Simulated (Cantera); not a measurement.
Feed: 1 mol Si2H6, 1.1 mol CO2, 0.59 mol H2, equilibrated at 10.0 mbar.

Cantera equilibrium calculation (NASA polynomials, part measured and part estimated; ideal gas, pure solids and liquids). Candidate condensed phases: C, C6H6, C7H8, C8H18, H2O, Si, SiC, SiO2; 123 gas species. The feed counts by its element totals alone. Mutual solubility and eutectic melting of coexisting phases are not modelled. The tables hold silica as quartz up to 1696 K and as liquid above; real silica turns to tridymite and cristobalite and melts near 1996 K. Equilibrium is a limit: real reactors are often held back by kinetics, nucleation or transport.

Question: At 1498 K, list the 4 most abundant gas species with their mole fractions, and the condensed phases.

Answer: H2 0.943, CO 0.0404, SiO 0.0161, H 0.000167. Condensed: SiC(s) + SiO2(β-quartz).
